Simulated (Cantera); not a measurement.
Input: 1 mol H2O, 0.0044 mol SO2, held at 1877 °C and 10.0 mbar.

Method: chemical equilibrium by Gibbs-energy minimisation in Cantera with the NASA 1993 tables (ideal gas, pure condensed phases). Candidate condensed phases: H2O, H2SO4, S; 19 gas species. Rates play no part.

Base state: H2O 0.890, H2 0.0508, OH 0.0215, O2 0.0211, H 0.00951, SO2 0.00406, O 0.00284, SO 0.000147 (mole fractions); condensed: gas only.

**Question.** What changes in the equilibrium state with this change: SO2 from 0.0044 to 0.54 mol?

**Answer.** 
```json
[
 {"species": "H2O", "before": "0.890", "after": "0.580"},
 {"species": "SO2", "before": "0.00406", "after": "0.326"},
 {"species": "H2", "before": "0.0508", "after": "0.0342"},
 {"species": "SO", "before": "0.000147", "after": "0.0122"},
 {"species": "OH", "before": "0.0215", "after": "0.0171"},
 {"species": "O2", "before": "0.0211", "after": "0.0197"},
 {"species": "S", "before": "1.61e-6", "after": "0.000139"},
 {"species": "SO3", "before": "2.24e-7", "after": "1.74e-5"},
 {"species": "SH", "before": "4.47e-7", "after": "3.15e-5"}
]
```
